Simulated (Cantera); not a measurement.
Feed: 1 mol CH3SiH3, 270 mol H2, equilibrated at 2623 K and 0.100 bar.

Cantera equilibrium calculation (NASA polynomials, part measured and part estimated; ideal gas, pure solids and liquids). Candidate condensed phases: C, C6H6, C7H8, C8H18, Si, SiC; 87 gas species. The feed counts by its element totals alone. Gases not in the tables: Si2H6 and higher silanes. Rates play no part.

What is the equilibrium state?


* **x(H2)**: 0.871
* **x(H)**: 0.124
* **x(Si)**: 0.00304
* **x(C2H2 (acetylene))**: 0.00156
* **x(SiH)**: 0.000198
* **x(SiC2)**: 0.000111
* **x(SiH2)**: 3.62e-5
* **x(C2H)**: 2.05e-5
* **x(Si2C)**: 1.58e-5
* **gas amount**: 292.1 mol
* **log10 activity of C(graphite) (absent)**: -0.50
* **log10 activity of Si(l) (absent)**: -1.57
